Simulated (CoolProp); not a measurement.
Vapour-liquid equilibrium of propane (1) + isobutane (2) at 127 kPa; x and y are mole fractions of (1).

Model: multi-fluid Helmholtz-energy mixture model, Lemmon 2009 and Bücker 2006; pair parameters Kunz 2012, in CoolProp.

**Question.** Give the bubble temperature and the first vapour's composition at x = 0.2, 0.35, 0.95. Is there an azeotrope?

**Answer.** x = 0.2: 257.9 K, y = 0.433; x = 0.35: 252.5 K, y = 0.628; x = 0.95: 237.2 K, y = 0.986. No azeotrope shows between x = 0.05 and 0.95.

The pair parameters rest on a limited set of measurements; away from them the model extrapolates.
